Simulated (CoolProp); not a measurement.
Vapour-liquid equilibrium of R113 (1) + acetone (2) at 402.5 K; x and y are mole fractions of (1).

The numbers come from the multi-fluid Helmholtz-energy mixture model, Marx 1992 and Lemmon 2006; pair parameters Bell 2016 in CoolProp.

```json
[
 {"x": "0.05", "bubble pressure (MPa)": "0.7811", "y at the bubble point": "0.084", "dew pressure at overall composition x (MPa)": "0.7665", "liquid density (mol/L)": "10.87"},
 {"x": "0.2", "bubble pressure (MPa)": "___", "y at the bubble point": "0.273", "dew pressure at overall composition x (MPa)": "0.8312", "liquid density (mol/L)": "9.899"},
 {"x": "0.35", "bubble pressure (MPa)": "___", "y at the bubble point": "___", "dew pressure at overall composition x (MPa)": "___", "liquid density (mol/L)": "9.076"},
 {"x": "0.5", "bubble pressure (MPa)": "0.9328", "y at the bubble point": "0.523", "dew pressure at overall composition x (MPa)": "0.9297", "liquid density (mol/L)": "___"},
 {"x": "0.65", "bubble pressure (MPa)": "0.9343", "y at the bubble point": "___", "dew pressure at overall composition x (MPa)": "0.9327", "liquid density (mol/L)": "7.805"},
 {"x": "0.8", "bubble pressure (MPa)": "0.9115", "y at the bubble point": "0.758", "dew pressure at overall composition x (MPa)": "0.8994", "liquid density (mol/L)": "7.326"},
 {"x": "0.95", "bubble pressure (MPa)": "0.8544", "y at the bubble point": "___", "dew pressure at overall composition x (MPa)": "0.8447", "liquid density (mol/L)": "6.932"}
]
```

### Question
Fill in the missing entries.

### Answer

- 0.2, bubble pressure (MPa): 0.8614
- 0.35, bubble pressure (MPa): 0.9094
- 0.35, y at the bubble point: 0.409
- 0.35, dew pressure at overall composition x (MPa): 0.8905
- 0.5, liquid density (mol/L): 8.383
- 0.65, y at the bubble point: 0.634
- 0.95, y at the bubble point: 0.925

y crosses x between x = 0.5 and 0.65: the model has an azeotrope there.

The pair parameters rest on a limited set of measurements; away from them the model extrapolates.
